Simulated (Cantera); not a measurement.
A Cantera script and its output.

```python
import numpy as np
import cantera as ct

gas = ct.Solution("gri30.yaml")
gas.TPX = 600, 64000, {'C3H8': 1, 'O2': 6.1, 'N2': 22.9, 'H2O': 1.3}
flame = ct.FreeFlame(gas, width=0.055)
flame.set_refine_criteria(ratio=3, slope=0.08, curve=0.16)
flame.transport_model = "mixture-averaged"
flame.solve(loglevel=0, auto=True)
z, T = flame.grid, flame.T
thick = (T[-1] - T[0]) / np.gradient(T, z).max()
show = ['C3H8', 'O2', 'H2O', 'C2H2', 'H', 'HCN']
print(f"laminar burning velocity  {flame.velocity[0] * 100:.3f} cm/s")
print(f"burnt temperature         {T[-1]:.1f} K")
print(f"thermal thickness         {thick * 1e3:.4f} mm")
print(f"grid points               {len(z)}")
z0 = z[flame.heat_release_rate.argmax()]
print(f"{'z/mm':>9s}{'T/K':>9s}{'u/(m/s)':>9s}" + "".join(f"{s:>11s}" for s in show))
rows = []
for k in (-3, -2, -1.5, -1, -0.5, -0.25, 0, 0.25, 0.5, 1, 2, 4, 8):
    zz = z0 + k * thick
    rows.append([k * thick, np.interp(zz, z, T), np.interp(zz, z, flame.velocity),
                 *(np.interp(zz, z, flame.X[gas.species_index(s)]) for s in show)])
    print(f"{rows[-1][0] * 1e3:9.3f}{rows[-1][1]:9.1f}{rows[-1][2]:9.3f}" + "".join(f"{x:11.3e}" for x in rows[-1][3:]))
```

Output:

```
laminar burning velocity  138.152 cm/s
burnt temperature         2206.8 K
thermal thickness         0.4663 mm
grid points               142
     z/mm      T/K  u/(m/s)       C3H8         O2        H2O       C2H2          H        HCN
   -1.399    600.1    1.383  3.193e-02  1.947e-01  4.153e-02  1.179e-08  2.711e-13  9.364e-12
   -0.933    601.1    1.387  3.189e-02  1.944e-01  4.168e-02  1.732e-07  5.853e-11  1.414e-10
   -0.699    604.4    1.397  3.184e-02  1.938e-01  4.219e-02  8.408e-07  1.307e-09  6.977e-10
   -0.466    630.1    1.462  3.154e-02  1.909e-01  4.548e-02  8.074e-06  2.742e-07  6.912e-09
   -0.233    868.3    2.054  2.552e-02  1.678e-01  6.797e-02  1.287e-04  5.591e-05  1.124e-07
   -0.117   1209.1    2.931  1.094e-02  1.329e-01  9.610e-02  4.182e-04  5.908e-04  3.574e-07
    0.000   1570.3    3.882  5.725e-04  9.076e-02  1.253e-01  7.353e-04  3.019e-03  8.206e-07
    0.117   1728.4    4.283  1.302e-06  6.577e-02  1.390e-01  1.590e-04  5.918e-03  8.321e-07
    0.233   1777.4    4.390  6.437e-10  5.565e-02  1.421e-01  7.272e-06  7.483e-03  4.013e-07
    0.466   1834.4    4.501  3.004e-15  4.870e-02  1.420e-01  1.306e-08  8.049e-03  6.195e-08
    0.933   1908.0    4.651  1.202e-21  4.440e-02  1.433e-01  1.176e-12  6.777e-03  2.121e-09
    1.865   1993.2    4.831  1.202e-31  4.144e-02  1.477e-01  2.626e-19  4.341e-03  5.192e-12
    3.730   2075.9    5.004  8.472e-45  3.883e-02  1.528e-01  6.947e-23  2.253e-03  5.280e-13
```

Model: GRI-Mech 3.0 (53 species, 325 reactions), integrated in Cantera. GRI-Mech 3.0 was tuned for natural gas; its chemistry of propane as a main component is partial and can be far from experiment. Burning velocities carry a grid error of a few per cent, more on coarse grids.
